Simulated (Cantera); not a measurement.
## Low-pressure radical oxidation in H2/O2

An isothermal, constant-pressure homogeneous reactor starts with H2 : O2 : N2 = 0.022 : 1 : 0.23 (molar parts), at 1425 K and 1330 Pa.

Computed with Cantera and GRI-Mech 3.0 (53 species, 325 reactions). Radical loss at walls, strong at low pressure, is not modelled.

```
t (s)         x H2   x O2      x OH       x O    x H2O    x HO2
--------  --------  -----  --------  --------  -------  -------
0.000500    0.0176  0.799   8.06e-7   9.35e-7  8.83e-7  2.30e-7
0.00119     0.0175  0.799   3.39e-5   3.98e-5  4.65e-5  5.55e-7
0.00284    0.00174  0.784   0.00387    0.0118   0.0132  8.51e-7
0.00677   0.000139  0.783   0.00236    0.0145   0.0158  6.35e-7
0.0161    0.000135  0.783   0.00232    0.0140   0.0158  6.25e-7
0.0384    0.000125  0.784   0.00224    0.0129   0.0159  6.03e-7
0.0916    0.000105  0.786   0.00205    0.0107   0.0162  5.56e-7
0.218      7.28e-5  0.790   0.00171   0.00728   0.0165  4.62e-7
0.520      3.64e-5  0.793   0.00121   0.00357   0.0170  3.15e-7
1.24       1.25e-5  0.796  0.000713   0.00121   0.0173  1.62e-7
2.96       3.31e-6  0.796  0.000367  0.000315   0.0175  6.73e-8
7.04       8.21e-7  0.797  0.000183   7.80e-5   0.0176  3.42e-8
16.8       2.39e-7  0.797   9.87e-5   2.26e-5   0.0177  3.43e-8
40.0       1.23e-7  0.797   7.08e-5   1.16e-5   0.0177  4.18e-8
```
x: mole fraction; the columns are a selection and need not sum to one.

Equilibrium at this temperature and pressure: H2 1.14e-7, O2 0.797, OH 6.82e-5, O 1.08e-5, H2O 0.0177, HO2 4.29e-8 (gas phase only).
